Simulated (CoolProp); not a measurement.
C2F6 (R116) along the isotherm 313.1 K: Z from the reference equation and from simpler models built on Tc = 293.0 K, pc = 30.48 bar, ω = 0.257; each cubic takes its own stable root.

Model: reference Helmholtz-energy equation of state, Lemmon 2006, in CoolProp. It is a short technical equation, of lower accuracy than the large ones.

| p (bar) | phase | reference | Redlich-Kwong | Soave-Redlich-Kwong | Peng-Robinson |
|---|---|---|---|---|---|
| 0.482 | gas | 0.9958 | 0.9955 | 0.9957 | 0.9951 |
| 0.75 | gas | 0.9935 | 0.9931 | 0.9933 | 0.9924 |
| 1.17 | gas | 0.9898 | 0.9891 | 0.9895 | 0.9881 |
| 1.82 | gas | 0.9840 | 0.9831 | 0.9836 | 0.9815 |
| 2.83 | gas | 0.9750 | 0.9735 | … | 0.9711 |
| 4.41 | gas | 0.9606 | 0.9584 | 0.9598 | 0.9547 |
| 6.87 | gas | 0.9377 | 0.9342 | 0.9366 | 0.9288 |
| 10.7 | gas | 0.9003 | 0.8952 | 0.8992 | 0.8872 |
| 16.6 | gas | 0.8382 | 0.8306 | 0.8378 | 0.8199 |
| 25.9 | gas | … | 0.7134 | 0.7285 | 0.7028 |
| 40.4 | supercritical | 0.4873 | 0.4567 | 0.5094 | 0.4803 |
| 62.9 | supercritical | 0.3719 | 0.4009 | … | 0.3869 |
| 97.9 | supercritical | 0.4906 | 0.5176 | 0.5310 | 0.4818 |
| 152 | supercritical | 0.6882 | 0.7080 | 0.7191 | 0.6497 |

Problem. Complete the blanks.

Solution. 
- 2.83, Soave-Redlich-Kwong: 0.9744
- 25.9, reference: 0.7254
- 62.9, Soave-Redlich-Kwong: 0.4219
